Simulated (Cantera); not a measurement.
Feed: 1 mol B, 0.066 mol H₂O, 4.8 mol N₂, equilibrated at 30.0 Pa.

These are equilibrium values from Cantera (NASA tables, ideal gas, pure condensed phases), not measurements of a reactor. Candidate condensed phases: B, BN, B₂O₃, B₃O₃H₃, H₂O; 39 gas species. N₂ is the only nitrogen source here; it is nearly inert below about 1500 K, so the nitride shown seldom forms there in practice. Mutual solubility and eutectic melting of coexisting phases are not modelled. Rates play no part.

Over these rows the condensed part is BN(s) + B₂O₃(l). Partial pressures as log10 of bar:

| T (K) | 1000/T (1/K) | log p HBO₂ | log p N₂ | log p H₂ |
|---|---|---|---|---|
| 825 | 1.2121 | -10.79 | -3.53 | -5.35 |
| 925 | 1.0811 | -9.58 | -3.53 | -5.35 |
| 1025 | 0.9756 | -8.63 | -3.53 | -5.35 |
| 1125 | 0.8889 | -7.86 | -3.53 | -5.35 |
| 1225 | 0.8163 | ? | -3.53 | -5.35 |
| 1325 | 0.7547 | -6.69 | -3.53 | -5.36 |

**Question.** Fit log p(HBO₂) = a + b·(1000/T) to the five rows, give the apparent enthalpy, and predict the row at 1225 K.

**Answer.** Means: 1000/T = 0.9825, log p = -8.710. Sxy = -1.103618, Sxx = 0.1231395, so b = -8.96 and a = -8.710 − (-8.96)×0.9825 = 0.09.
Apparent enthalpy: −19.145 × (-8.96) = 172 kJ/mol. With the condensed phases at unit activity, 2/3 B₂O₃(l) + 1/6 N₂(g) + 1/2 H₂(g) = HBO₂(g) + 1/3 BN(s) links this pressure to the main gases: over the six rows their terms move log p by -0.01 in all, so the slope is close to that reaction's ΔH°. The five rows lie within 0.02 of the line.
Prediction at 1225 K: 0.09 + (-8.96)×0.8163 = -7.22. The computed value is -7.22, 0.00 from the line.
